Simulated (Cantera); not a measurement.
Charge: 1 mol SiCl4, 2 mol NH3, 13 mol N2, equilibrated at 1698.15 K and 0.0503 Torr.

Cantera equilibrium calculation (NASA polynomials, part measured and part estimated; ideal gas, pure solids and liquids). Candidate condensed phases: NH4Cl, Si, Si3N4; 28 gas species. The tables' values for SiCl, SiCl3 are old estimates; treat these amounts as uncertain. Equilibrium is a limit: real reactors are often held back by kinetics, nucleation or transport.

Base state: N2 0.732, HCl 0.103, H2 0.102, SiCl2 0.0503, H 0.00566, Cl 0.00444, Si 0.00132, SiCl 0.000573 (mole fractions); condensed: gas only.

What changes in the equilibrium state with this change: temperature from 1698.15 K to 700 K?


| species | before | after |
|---|---|---|
| N2 | 0.732 | 0.738 |
| HCl | 0.103 | 0.170 |
| H2 | 0.102 | 0.0793 |
| SiCl2 | 0.0503 | <1e-9 |
| SiCl4 | 4.58e-7 | 0.0123 |
| H | 0.00566 | <1e-9 |
| Cl | 0.00444 | <1e-9 |
| Si | 0.00132 | <1e-9 |
| SiCl | 0.000573 | <1e-9 |
| SiCl3 | 0.000108 | 3.49e-8 |
| Si3N4(s), mol | 0 | 0.259 |

What changes in the equilibrium state with this change: NH3 from 2 to 12 mol?


| species | before | after |
|---|---|---|
| N2 | 0.732 | 0.481 |
| H2 | 0.102 | 0.419 |
| HCl | 0.103 | 0.0617 |
| SiCl2 | 0.0503 | 0.0188 |
| H | 0.00566 | 0.0115 |
| Si2 | 7.73e-7 | 1.42e-5 |
| Si2N | 1.37e-6 | 2.04e-5 |
| SiCl3 | 0.000108 | 1.19e-5 |
| SiH | 5.38e-6 | 4.67e-5 |
| Si | 0.00132 | 0.00566 |
The tables' values for SiCl, SiN, SiCl3 are old estimates; treat these amounts as uncertain.
